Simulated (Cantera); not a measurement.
# Thermodynamics of titanium nitride, carbide and oxide coatings, feed TiCl4 + O2

Charge: 1 mol TiCl4, 3.7 mol O2, equilibrated at 0.133 bar.

Equilibrium computed with Cantera from the NASA thermochemical tables; the gas is ideal and each condensed phase is pure. Candidate condensed phases: Ti, TiCl2, TiCl3, TiCl4, TiO, TiO2, Ti2O3, Ti3O5, Ti4O7; 15 gas species. Rates play no part.

From 1850 K to 2125 K the condensed part is TiO2(rutile). From 2150 K to 2175 K the condensed part is TiO2(l). The main Ti-bearing gas is TiCl4 at 1850 K and TiOCl2 at 2175 K.

```
T (K)  log p Cl  log p O2  log p Cl2  log p O  log p ClO  log p TiOCl2  log p TiCl4  n TiO2(rutile)  n TiO2(l)
-----  --------  --------  ---------  -------  ---------  ------------  -----------  --------------  ---------
1850      -1.27     -1.21      -1.74    -4.32      -3.65         -5.07        -4.33           0.998          0
1875      -1.25     -1.22      -1.79    -4.23      -3.64         -4.97        -4.37           0.998          0
1900      -1.23     -1.23      -1.84    -4.14      -3.63         -4.88        -4.41           0.998          0
1925      -1.21     -1.23      -1.90    -4.05      -3.62         -4.80        -4.45           0.998          0
1950      -1.20     -1.24      -1.96    -3.96      -3.62         -4.72        -4.50           0.998          0
1975      -1.18     -1.24      -2.02    -3.88      -3.62         -4.65        -4.56           0.998          0
2000      -1.17     -1.24      -2.08    -3.80      -3.61         -4.59        -4.62           0.998          0
2025      -1.16     -1.25      -2.14    -3.72      -3.61         -4.53        -4.69           0.998          0
2050      -1.15     -1.25      -2.20    -3.64      -3.61         -4.47        -4.76           0.997          0
2075      -1.14     -1.25      -2.27    -3.56      -3.62         -4.42        -4.83           0.997          0
2100      -1.14     -1.26      -2.33    -3.49      -3.62         -4.37        -4.91           0.997          0
2125      -1.13     -1.26      -2.39    -3.41      -3.62         -4.32        -4.98           0.997          0
2150      -1.13     -1.26      -2.46    -3.34      -3.63         -4.29        -5.08               0      0.997
2175      -1.13     -1.26      -2.52    -3.27      -3.63         -4.27        -5.17               0      0.997
```
log p: log10 of the partial pressure in bar; n: condensed amount in mol.
